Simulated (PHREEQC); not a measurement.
PHREEQC input (ion-association model, phreeqc.dat):

```
SOLUTION 1
  temp 25
  units mol/kgw
  pH 7 charge
  Cl 0.1471
  Mg 0.073
  Ca 0.0002
  Li 0.0007
SOLUTION 2
  temp 25
  units mol/kgw
  pH 7 charge
  Cl 0.026
  S(6) 0.00056
  Cu(2) 0.00056
END
SELECTED_OUTPUT 1
  -reset false
  -pH true
  -pe true
  -ionic_strength true
  -water true
  -totals Ca Cl Cu Li Mg S Cu(1) Cu(2) S(-2) S(6)
  -molalities H+ Ca+2 Mg+2 Cl- SO4-2 Li+ Cu+2 OH- O2 HSO4-
    S-2 HS- H2S CaOH+ CaSO4 CaHSO4+ MgOH+ MgSO4 LiSO4- Cu+
    CuCl2- CuCl3-2 CuCl+ CuCl2 CuCl3- CuCl4-2 CuOH+ Cu(OH)2 Cu(OH)3- Cu(OH)4-2
    Cu2(OH)2+2 CuSO4 Cu(HS)3-
  -saturation_indices Anhydrite
PRINT
  -reset false
MIX 1
  1 1
  2 0
EQUILIBRIUM_PHASES 1
  O2(g) -0.68 10
END
# ... the last block is repeated for the other 10 points of share of solution B
```

Selected output (columns that matter, 10 of 11 rows; share of solution B added in front):

```
share of solution B	pH	mu	Ca	Cl	Cu	Li	Mg	S	m_H+	m_Ca+2	m_Mg+2	m_Cl-	m_SO4-2	m_Li+
0	6.4912	0.2203	0.0002	0.1471	0	0.0007	0.073	0	4.0647e-07	0.0002	0.073	0.1471	0	0.0007
0.1	2.6836	0.20095	0.00018	0.13499	5.6e-05	0.00063	0.0657	5.6e-05	0.0025983	0.00017994	0.065668	0.13498	2.1929e-05	0.00062998
0.2	2.3808	0.18161	0.00016	0.12288	0.000112	0.00056	0.0584	0.000112	0.0051929	0.00015988	0.058339	0.12287	4.3703e-05	0.00055997
0.3	2.2026	0.16227	0.00014	0.11077	0.000168	0.00049	0.0511	0.000168	0.0077834	0.00013982	0.051014	0.11075	6.5344e-05	0.00048995
0.4	2.0753	0.14295	0.00012	0.09866	0.000224	0.00042	0.0438	0.000224	0.010369	0.00011978	0.043694	0.098639	8.6896e-05	0.00041995
0.6	1.8933	0.10434	8e-05	0.07444	0.000336	0.00028	0.0292	0.000336	0.015524	7.9716e-05	0.029072	0.074414	0.00013012	0.00027994
0.7	1.8225	0.085068	6e-05	0.06233	0.000392	0.00021	0.0219	0.000392	0.018089	5.9713e-05	0.021773	0.062303	0.00015221	0.00020994
0.8	1.7596	0.065823	4e-05	0.05022	0.000448	0.00014	0.0146	0.000448	0.020643	3.9739e-05	0.014487	0.050194	0.00017526	0.00013995
0.9	1.7021	0.046625	2e-05	0.03811	0.000504	7e-05	0.0073	0.000504	0.023179	1.9816e-05	0.0072221	0.038085	0.00020053	6.9971e-05
1	1.6472	0.027526	0	0.026	0.00056	0	0	0.00056	0.025679	0	0	0.025979	0.00023153	0
```
